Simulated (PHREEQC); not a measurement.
Spent oxide etchant

A solution holds 0.0063 mol HF, 0.15 mol H2SiF6, 0.18 mol H3PO4 and 0.066 mol H2SO4 per kg of water, at 25 °C and 300 atm. Closed to the air; pH follows from the charge balance.

Model: ion-association model, phreeqc.dat, run in PHREEQC.

Each row changes one thing in this solution. Precipitation was switched off in this run.

| case | pH | ionic strength (mol/kgw) | HSO4- (mol/kgw) | HF (mol/kgw) | SO4-2 (mol/kgw) | F- (mol/kgw) |
|---|---|---|---|---|---|---|
| as made | 0.54 | 0.540 | 0.0563 | 0.0133 | 0.00972 | 6.43e-5 |
| HF left out | 0.54 | 0.537 | 0.0563 | 0.0122 | 0.00974 | 5.88e-5 |
| H2SiF6 left out | (withheld) | 0.121 | 0.0485 | (withheld) | 0.0175 | 7.89e-5 |
| H3PO4 left out | 0.54 | 0.532 | 0.0562 | 0.0133 | 0.00983 | 6.52e-5 |
| diluted 2-fold with water | 0.82 | 0.274 | (withheld) | 0.0106 | 0.00672 | 8.47e-5 |

Problem. Some entries are withheld; supply them.

Solution. 
- H2SiF6 left out, pH: 1.07
- H2SiF6 left out, HF (mol/kgw): 0.00622
- diluted 2-fold with water, HSO4- (mol/kgw): 0.0263

Some of these states are supersaturated (in Quartz (slow to form), Chalcedony (slow to form), for instance). Under pressure, the constants of complexes without a molar volume in the database are unreliable. SiF6-2 is the database's only silicon fluoride.
